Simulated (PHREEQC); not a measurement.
Make-up at 56 °C: 0.0015 mol/kgw HF, 0.00021 mol/kgw (NH4)2SiF6 and 0.00077 mol/kgw HBF4. Closed to the air; pH follows from the charge balance.

The numbers come from PHREEQC with the ion-association model, phreeqc.dat.

No solid was allowed to form.

Question: Estimate the pH, ionic strength.

Answer: pH 2.96; ionic strength 0.00164 mol/kgw.

Question: In which forms is F present?

Answer: HF 58 %, F- 20 %, BF4- 12 %, SiF6-2 6.4 %, BF3OH- 1.8 %, BF2(OH)2- 1.5 % of the F.

Away from 25 °C the constants follow the database's enthalpies or fits; those with neither stay at their 25 °C values. SiF6-2 is the database's only silicon fluoride. Real BF4- forms and hydrolyses slowly; the run takes it at equilibrium.
